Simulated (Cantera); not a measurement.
An adiabatic, constant-pressure homogeneous reactor starts with CH4 : C2H6 : O2 : N2 = 1 : 0.043 : 2.15 : 8.09 (molar parts), equivalence ratio 1.0, at 1148 K and 1.18 atm. Integrator tolerance rtol = 1e-08.

Model: GRI-Mech 3.0 (53 species, 325 reactions), integrated in Cantera.

Task: What does this change do: pressure from 1.18 atm to 0.987 atm?

Result: 
| quantity | before | after |
|---|---|---|
| time of steepest temperature rise | 26.0 ms | 30.3 ms |
| temperature at 0.100 s | 2612 K | 2602 K |
| equilibrium temperature | 2612 K | 2602 K |
| x(CH4) at 0.100 s | <1e-12 (gas-phase equilibrium <1e-12) | <1e-12 (gas-phase equilibrium <1e-12) |
| x(C2H6) at 0.100 s | <1e-12 (gas-phase equilibrium <1e-12) | <1e-12 (gas-phase equilibrium <1e-12) |
| x(O2) at 0.100 s | 0.0146 (gas-phase equilibrium 0.0146) | 0.0150 (gas-phase equilibrium 0.0150) |
| x(C2H4) at 0.100 s | <1e-12 (gas-phase equilibrium <1e-12) | <1e-12 (gas-phase equilibrium <1e-12) |
| x(CO2) at 0.100 s | 0.0624 (gas-phase equilibrium 0.0624) | 0.0618 (gas-phase equilibrium 0.0618) |
| x(H2O) at 0.100 s | 0.162 (gas-phase equilibrium 0.162) | 0.161 (gas-phase equilibrium 0.161) |

Task: What does this change do: initial temperature 1148 to 975 K?

Result: 
| quantity | before | after |
|---|---|---|
| time of steepest temperature rise | 26.0 ms | not reached |
| temperature at 0.100 s | 2612 K | 976 K |
| equilibrium temperature | 2612 K | 2540 K |
| x(CH4) at 0.100 s | <1e-12 (gas-phase equilibrium <1e-12) | 0.0885 (gas-phase equilibrium <1e-12) |
| x(C2H6) at 0.100 s | <1e-12 (gas-phase equilibrium <1e-12) | 0.00379 (gas-phase equilibrium <1e-12) |
| x(O2) at 0.100 s | 0.0146 (gas-phase equilibrium 0.0146) | 0.190 (gas-phase equilibrium 0.0123) |
| x(C2H4) at 0.100 s | <1e-12 (gas-phase equilibrium <1e-12) | 3.35e-5 (gas-phase equilibrium <1e-12) |
| x(CO2) at 0.100 s | 0.0624 (gas-phase equilibrium 0.0624) | 5.90e-9 (gas-phase equilibrium 0.0682) |
| x(H2O) at 0.100 s | 0.162 (gas-phase equilibrium 0.162) | 9.03e-5 (gas-phase equilibrium 0.168) |
Below about 1000 K GRI-Mech 3.0 lacks low-temperature oxidation paths.
